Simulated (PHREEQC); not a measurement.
A made-up water analysis in mg/L, 55 °C, pH 5.5, pe 11:

```
constituent                 mg/L
-----------------------  -------
Na                          7.88
K                          0.157
Ca                          3.12
Mg                       0.00785
Cl                          8.61
S(6) as SO4                 2.53
Alkalinity as HCO3          12.9
O(0) (dissolved oxygen)  0.00489
```

Cl is adjusted to close the charge balance.
Valence states are taken as typed.

Computed with PHREEQC (ion-association model, phreeqc.dat).

ionic strength: 0.000609 mol/kgw
specific conductance: 102 µS/cm

| species | molality | activity | log γ |
|---|---|---|---|
| CO2 | 0.00127 | 0.00127 | 0.000 |
| Na+ | 0.000343 | 0.000333 | -0.013 |
| Cl- | 0.000239 | 0.000232 | -0.013 |
| HCO3- | 0.000214 | 0.000208 | -0.013 |
| Ca+2 | 7.73e-5 | 6.87e-5 | -0.051 |
| SO4-2 | 2.59e-5 | 2.30e-5 | -0.051 |
| K+ | 4.01e-6 | 3.90e-6 | -0.013 |
| H+ | 3.25e-6 | 3.16e-6 | -0.012 |
| CaSO4 | 3.45e-7 | 3.45e-7 | 0.000 |
| Mg+2 | 3.19e-7 | 2.84e-7 | -0.051 |
| CaHCO3+ | 2.44e-7 | 2.37e-7 | -0.013 |
| O2 | 1.53e-7 | 1.53e-7 | 0.000 |

No solid was allowed to form. Constants without temperature data keep their 25 °C values here.
